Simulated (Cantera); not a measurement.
A Cantera script and its output.

```python
import numpy as np
import cantera as ct

gas = ct.Solution("gri30.yaml")
gas.TPX = 1125, 13332, {'C2H6': 1, 'N2': 3.5}
inlet = ct.Reservoir(gas, clone=True)

reactor = ct.IdealGasConstPressureReactor(gas, energy="off", clone=False)
exhaust = ct.Reservoir(gas, clone=True)
tau = [1.7, 0.66, 0.26, 0.1, 0.04, 0.016, 0.0061, 0.0024, 0.00094, 0.00037][0]
for a, b in ((inlet, reactor), (reactor, exhaust)):
    ct.MassFlowController(a, b, mdot=lambda t: reactor.mass / tau)
net = ct.ReactorNet([reactor])
show = ['C2H6', 'CH3', 'H', 'C2H', 'CH4']

rows = []
print(f"{'tau/s':>10s}{'T/K':>9s}" + "".join(f"{s:>11s}" for s in show))
for tau in [1.7, 0.66, 0.26, 0.1, 0.04, 0.016, 0.0061, 0.0024, 0.00094, 0.00037]:
    net.initial_time = 0.0
    net.advance(30 * tau)
    before = gas.X
    net.advance(40 * tau)
    drift = np.max(np.abs(gas.X - before) / (gas.X + 1e-9))
    rows.append([gas.T, *gas[show].X, drift])
    print(f"{tau:10.3e}{gas.T:9.1f}" + "".join(f"{x:11.3e}" for x in gas[show].X))
```

Result:

```
     tau/s      T/K       C2H6        CH3          H        C2H        CH4
 1.700e+00   1125.0  1.998e-02  6.624e-06  1.596e-06  2.161e-11  2.598e-02
 6.600e-01   1125.0  4.179e-02  8.896e-06  1.676e-06  1.401e-11  2.068e-02
 2.600e-01   1125.0  8.329e-02  1.193e-05  1.565e-06  7.202e-12  1.368e-02
 1.000e-01   1125.0  1.402e-01  1.511e-05  1.350e-06  3.286e-12  6.754e-03
 4.000e-02   1125.0  1.832e-01  1.687e-05  1.177e-06  1.515e-12  2.795e-03
 1.600e-02   1125.0  2.064e-01  1.661e-05  1.039e-06  6.197e-13  1.035e-03
 6.100e-03   1125.0  2.170e-01  1.372e-05  8.479e-07  1.784e-13  3.152e-04
 2.400e-03   1125.0  2.209e-01  8.921e-06  5.452e-07  2.917e-14  7.958e-05
 9.400e-04   1125.0  2.220e-01  5.578e-06  2.370e-07  1.726e-15  1.941e-05
 3.700e-04   1125.0  2.222e-01  3.846e-06  7.523e-08  1.383e-17  5.262e-06
```

Detailed kinetics in Cantera: GRI-Mech 3.0 (53 species, 325 reactions). GRI-Mech 3.0 stops at C3 and has no aromatics, soot or wall deposition, so with more carbon than oxygen in the feed, carbon stays in small species such as C2H2 where larger ones or solid carbon would form.
